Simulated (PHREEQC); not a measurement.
0.1 mol of Fluorite (CaF2) is brought to equilibrium with 1 kg of water holding 0.03 mol NaCl, at 25 °C, the pH being set by adding NaOH or HCl. O2 is buffered at 0.21 atm. CO2 from the air is kept out. Only these solids could form: Fluorite.

Model: ion-association model, phreeqc.dat, run in PHREEQC.

```csv
pH,dissolved Ca (mol/kgw),dissolved F (mol/kgw),CaOH+ (mol/kgw)
5,0.000259,0.000519,2.70e-12
5.58,0.000258,0.000515,1.02e-11
6.17,0.000257,0.000515,?
6.75,0.000257,0.000514,1.51e-10
7.33,0.000257,0.000514,5.73e-10
7.92,0.000257,0.000514,?
8.5,0.000257,0.000514,?
9.08,0.000257,0.000514,?
9.67,0.000257,0.000514,1.25e-7
10.25,0.000258,0.000515,4.76e-7
10.83,0.000259,0.000517,1.80e-6
11.42,0.000263,0.000526,?
12,0.000278,0.000556,2.49e-5
```

### Question
What belongs in the gaps?

### Answer

- 6.17, CaOH+ (mol/kgw): 3.97e-11
- 7.92, CaOH+ (mol/kgw): 2.23e-9
- 8.5, CaOH+ (mol/kgw): 8.48e-9
- 9.08, CaOH+ (mol/kgw): 3.22e-8
- 11.42, CaOH+ (mol/kgw): 6.90e-6
